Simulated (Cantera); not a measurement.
Feed: 1 mol HF, 0.081 mol H₂O, 0.35 mol O₂, equilibrated at 1.33 mbar.

Cantera equilibrium calculation (NASA polynomials, part measured and part estimated; ideal gas, pure solids and liquids). Candidate condensed phases: H₂O; 37 gas species. Ions and electrons are included (thermal ionisation). Kinetics and transport are ignored.

x: gas mole fraction; nothing condenses.

| T (K) | x H | x F | x O | x HF | x O₂ | x OH |
|---|---|---|---|---|---|---|
| 3000 | 0.216 | 0.155 | 0.320 | 0.290 | 0.0106 | 0.00603 |
| 3250 | 0.321 | 0.264 | 0.292 | 0.117 | 0.00182 | 0.00204 |
| 3500 | 0.373 | 0.318 | 0.273 | 0.0337 | 0.000410 | 0.000669 |
| 3750 | 0.389 | 0.334 | 0.268 | … | … | … |
| 4000 | 0.393 | 0.338 | 0.266 | … | … | … |
| 4250 | 0.394 | 0.339 | 0.266 | 0.00100 | 1.71e-5 | 4.37e-5 |
| 4500 | 0.395 | 0.340 | 0.265 | 0.000390 | 7.59e-6 | 2.13e-5 |
| 4750 | 0.395 | 0.340 | 0.265 | 0.000167 | 3.68e-6 | 1.12e-5 |
| 5000 | 0.395 | 0.340 | 0.265 | 7.79e-5 | 1.91e-6 | 6.29e-6 |

Task: Some entries are withheld; supply them.

Result: 
- 4000, x HF: 0.00288
- 4000, x O₂: 4.26e-5
- 4000, x OH: 9.76e-5
- 3750, x HF: 0.00935
- 3750, x O₂: 0.000121
- 3750, x OH: 0.000241
